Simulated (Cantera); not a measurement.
Input (Python, Cantera) and output of one run.

```python
import numpy as np
import cantera as ct

gas_names = """
    N NO NO2 NO3 N2 N2O O O2 O3 Zr ZrN ZrO ZrO2
""".split()
cond_names = """
    Zr(a) Zr(b) Zr(L) ZrN(s) ZrN(L) ZrO2(a) ZrO2(b) ZrO2(L)
""".split()


# ... load() reads the species with a 1 bar reference pressure and builds the phases ...
atoms = {
    'Zr': {'Zr': 1},
    'O2': {'O': 2},
    'N2': {'N': 2},
}
top_T = {}  # K; cautious upper limits of use, not melting points


# ... equilibrate(T, P, feed) seeds the gas with the atoms and calls Mixture.equilibrate('TP', solver="vcs", rtol=1e-11, max_steps=5000) ...
results = []
T = 2323.15  # K
P = 1000  # Pa
for m in [0.38, 0.45, 0.53, 0.63, 0.74, 0.87, 1, 1.2, 1.4, 1.7, 2, 2.3, 2.8]:
    feed = {'Zr': 1, 'O2': m, 'N2': 12}  # mol
    mix = equilibrate(T, P, feed)
    results.append((T, P, feed, dict(zip(mix.species_names, mix.species_moles))))

top = {s: max(r[3][s] / sum(r[3][g] for g in gas_names) for r in results) for s in gas_names}
cols = sorted((s for s in top if top[s] > 1e-06), key=lambda s: -top[s])[:7]
seen = [c for c in cond_names if any(r[3].get(c, 0) > 1e-12 for r in results)]
print("log10 of partial pressures in bar; condensed amounts in mol")
print(f"{'n(O2)':>10s}" + "".join(f"{s[:9]:>10s}" for s in cols + seen))
for T, P, feed, n in results:
    ng = sum(n[g] for g in gas_names)
    print(f"{feed['O2']:10.4g}" + "".join(f"{np.log10(max(n[s] / ng * P / 1e5, 1e-99)):10.3f}" for s in cols)
          + "".join(f"{n.get(c, 0):10.4g}" for c in seen))
```

Result:

```
log10 of partial pressures in bar; condensed amounts in mol
     n(O2)        N2        O2         O        NO       ZrO      ZrO2       NO2    ZrN(s)   ZrO2(b)
      0.38    -2.000   -12.638    -8.565    -8.712    -6.297    -7.675   -17.654    0.6197    0.3797
      0.45    -2.000   -12.638    -8.565    -8.712    -6.297    -7.675   -17.654    0.5497    0.4497
      0.53    -2.000   -12.638    -8.565    -8.712    -6.297    -7.675   -17.654    0.4697    0.5297
      0.63    -2.000   -12.638    -8.565    -8.712    -6.297    -7.675   -17.654    0.3697    0.6297
      0.74    -2.000   -12.638    -8.565    -8.712    -6.297    -7.675   -17.654    0.2597    0.7397
      0.87    -2.000   -12.638    -8.565    -8.712    -6.297    -7.675   -17.654    0.1297    0.8697
         1    -2.000   -10.604    -7.548    -7.695    -7.314    -7.675   -15.620         0    0.9999
       1.2    -2.009    -3.950    -4.221    -4.373   -10.641    -7.675    -8.971         0         1
       1.4    -2.018    -3.610    -4.051    -4.207   -10.811    -7.675    -8.635         0         1
       1.7    -2.029    -3.350    -3.921    -4.083   -10.941    -7.675    -8.381         0         1
         2    -2.040    -3.192    -3.842    -4.009   -11.020    -7.675    -8.228         0         1
       2.3    -2.051    -3.080    -3.786    -3.958   -11.076    -7.675    -8.121         0         1
       2.8    -2.068    -2.946    -3.719    -3.900   -11.143    -7.675    -7.996         0         1
```

Method: chemical equilibrium by Gibbs-energy minimisation in Cantera with the NASA 1993 tables (ideal gas, pure condensed phases). Mutual solubility and eutectic melting of coexisting phases are not modelled. ZrN: taken at fixed stoichiometry. Condensed phases not in the tables: solid solutions among these carbides, nitrides and lower oxides.
